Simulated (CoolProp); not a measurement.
Vapour-liquid equilibrium of benzene (1) + ethylbenzene (2) at 296.9 K; x and y are mole fractions of (1).

Computed with CoolProp (multi-fluid Helmholtz-energy mixture model, Thol 2012 and Zhou 2012; pair parameters Bell 2016).

```
x     bubble pressure (bar)  y at the bubble point  dew pressure at overall composition x (bar)  liquid density (mol/L)
----  ---------------------  ---------------------  -------------------------------------------  ----------------------
0.05                0.01612                      ?                                      0.01245                   8.255
0.2                       ?                  0.681                                            ?                   8.634
0.35                0.04465                  0.830                                      0.01717                   9.041
0.5                 0.06104                  0.907                                      0.02121                   9.479
0.65                0.07851                  0.952                                      0.02777                   9.950
0.8                 0.09647                  0.979                                      0.04045                   10.46
0.95                 0.1141                  0.996                                      0.07750                   11.01
```

Problem. What belongs in the gaps?

Solution. 
- 0.05, y at the bubble point: 0.298
- 0.2, bubble pressure (bar): 0.02966
- 0.2, dew pressure at overall composition x (bar): 0.01443

No azeotrope shows between x = 0.05 and 0.95.

Pair parameters are fitted to limited data, so mixtures are less certain than the pure fluids.
